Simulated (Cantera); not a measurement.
An adiabatic, constant-volume homogeneous reactor starts with 13.9 % CH₄, 7.36 % H₂, 16.5 % O₂, 62.2 % N₂, equivalence ratio 1.9, at 1773 K and 77000 Pa.

Cantera simulation using GRI-Mech 3.0 (53 species, 325 reactions); the numbers are that mechanism's predictions, not measurements. Above 3000 K some thermodynamic fits are extrapolated.

Predict: time of steepest temperature rise; temperature at 10.0 s; equilibrium temperature; x(H₂) at 10.0 s; x(O₂) at 10.0 s; x(H₂O) at 10.0 s; x(CO) at 10.0 s.


- time of steepest temperature rise = 82.4 µs
- temperature at 10.0 s = 2907 K
- equilibrium temperature = 2907 K
- x(H₂) at 10.0 s = 0.145 (gas-phase equilibrium 0.145)
- x(O₂) at 10.0 s = 0.000661 (gas-phase equilibrium 0.000661)
- x(H₂O) at 10.0 s = 0.137 (gas-phase equilibrium 0.137)
- x(CO) at 10.0 s = 0.107 (gas-phase equilibrium 0.107)
